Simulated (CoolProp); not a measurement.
Vapour-liquid equilibrium of R22 (1) + dimethyl ether (2) at 0.0464 MPa; x and y are mole fractions of (1).

Values from CoolProp's multi-fluid Helmholtz-energy mixture model, Kamei 1995 and Wu 2011; pair parameters Bell 2016.

| x | bubble temperature (°C) | y at the bubble point | dew temperature at overall composition x (°C) | liquid density (mol/L) |
|---|---|---|---|---|
| 0.05 | -41.0 | 0.036 | -40.9 | 16.47 |
| 0.125 | -40.6 | 0.102 | -40.5 | 16.50 |
| 0.2 | -40.3 | 0.182 | -40.3 | 16.53 |
| 0.275 | -40.2 | 0.280 | -40.2 | 16.56 |
| 0.35 | -40.5 | 0.393 | -40.3 | 16.59 |
| 0.425 | -41.1 | 0.517 | -40.6 | 16.63 |
| 0.5 | -42.3 | 0.641 | -41.0 | 16.67 |
| 0.575 | -44.0 | 0.754 | -41.6 | 16.72 |
| 0.65 | -46.2 | 0.846 | -42.4 | 16.77 |
| 0.725 | -48.6 | 0.913 | -43.5 | 16.81 |
| 0.8 | -51.0 | 0.957 | -45.0 | 16.84 |
| 0.875 | -53.3 | 0.982 | -47.1 | 16.86 |
| 0.95 | -55.2 | 0.996 | -50.6 | 16.84 |

y crosses x between x = 0.2 and 0.275: the model has an azeotrope there.

Pair parameters are fitted to limited data, so mixtures are less certain than the pure fluids.
